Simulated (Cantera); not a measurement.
An isothermal, constant-pressure homogeneous reactor starts with 5.66 % H2, 4.72 % O2, 89.6 % N2, at 1125 K and 100.0 Torr.

Detailed kinetics in Cantera: the H2/O2 subset of GRI-Mech 3.0, which has no nitrogen chemistry. The temperature is held fixed by assumption; the heat of reaction is taken as removed at once.

x: mole fraction; the columns are a selection and need not sum to one.

| t (s) | x H2 | x O2 | x OH | x H2O2 | x H | x HO2 |
|---|---|---|---|---|---|---|
| 8.00e-5 | 0.0566 | 0.0472 | 3.86e-11 | <1e-12 | 5.31e-10 | 4.39e-10 |
| 0.000504 | 0.0566 | 0.0472 | 6.57e-9 | 2.10e-11 | 7.77e-8 | 5.70e-9 |
| 0.00318 | … | … | … | … | … | … |
| 0.0201 | 0.000321 | 0.0195 | 0.000219 | 2.73e-7 | 0.000184 | 1.47e-6 |
| 0.126 | 5.46e-6 | 0.0194 | 2.81e-5 | 3.15e-8 | 4.02e-7 | 1.28e-7 |
| 0.798 | … | 0.0194 | … | … | … | … |
| 5.03 | 3.14e-8 | 0.0194 | 2.42e-6 | 3.85e-10 | 2.42e-10 | 1.12e-9 |
| 31.7 | 5.21e-9 | 0.0194 | 9.87e-7 | 6.68e-11 | 1.68e-11 | 4.18e-10 |
| 200 | 2.78e-9 | 0.0194 | 7.06e-7 | 3.48e-11 | 6.48e-12 | 4.26e-10 |

Question: Complete the blanks.

Answer: 
- 0.00318, x H2: 0.00460
- 0.00318, x O2: 0.0232
- 0.00318, x OH: 0.00100
- 0.00318, x H2O2: 1.83e-7
- 0.00318, x H: 0.0152
- 0.00318, x HO2: 2.16e-6
- 0.798, x H2: 2.82e-7
- 0.798, x OH: 7.01e-6
- 0.798, x H2O2: 2.90e-9
- 0.798, x H: 5.93e-9
- 0.798, x HO2: 8.65e-9
